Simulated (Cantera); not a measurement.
A closed system holds: 1 mol SiC, 0.013 mol N₂O, 260 mol H₂, 0.002 mol O₂, equilibrated at 1050 K.

Cantera equilibrium calculation (NASA polynomials, part measured and part estimated; ideal gas, pure solids and liquids). Candidate condensed phases: C, C₆H₆, C₇H₈, C₈H₁₈, H₂O, Si, SiC, SiO₂, Si₂N₂O, Si₃N₄; 151 gas species. Mutual solubility and eutectic melting of coexisting phases are not modelled. Rates play no part.

x: gas mole fraction; n: condensed amount in mol.

```csv
P (Pa),x H₂,x CH₄,x CO,x N₂,x SiO,x H,x SiH₄,n SiC(s),n Si₂N₂O(s),n SiO₂(β-quartz),n Si(s)
0.100,1.000,1.07e-9,3.88e-5,3.78e-5,1.44e-5,8.11e-6,<1e-12,0.990,0.00318,0,0
1,1.000,4.71e-8,4.33e-5,2.87e-5,8.30e-7,2.56e-6,<1e-12,0.989,0.00553,0,0
10,1.000,2.15e-6,4.28e-5,2.75e-5,3.95e-8,8.11e-7,<1e-12,0.988,0.00585,0,0
100,1.000,5.72e-5,2.45e-5,9.10e-6,3.18e-9,2.56e-7,<1e-12,0.979,0.0106,0,0
1000,1.000,[?],[?],[?],[?],[?],[?],0.973,0.0130,[?],0
10000,1.000,0.000108,1.84e-8,8.08e-12,6.74e-9,2.56e-8,1.48e-9,0.972,0.0130,0.00199,0
100000,1.000,0.000108,[?],<1e-12,[?],[?],[?],0.972,0.0130,0.00200,0
1000000,1.000,0.000339,1.03e-12,<1e-12,3.80e-10,2.56e-9,4.69e-6,0.912,0.0130,0.00200,0.0589
```

What belongs in the gaps?


- 1000, x CH₄: 9.99e-5
- 1000, x CO: 5.19e-6
- 1000, x N₂: 2.28e-9
- 1000, x SiO: 2.21e-8
- 1000, x H: 8.11e-8
- 1000, x SiH₄: 1.59e-11
- 1000, n SiO₂(β-quartz): 0.00132
- 100000, x CO: 5.82e-11
- 100000, x SiO: 2.13e-9
- 100000, x H: 8.11e-9
- 100000, x SiH₄: 1.47e-7
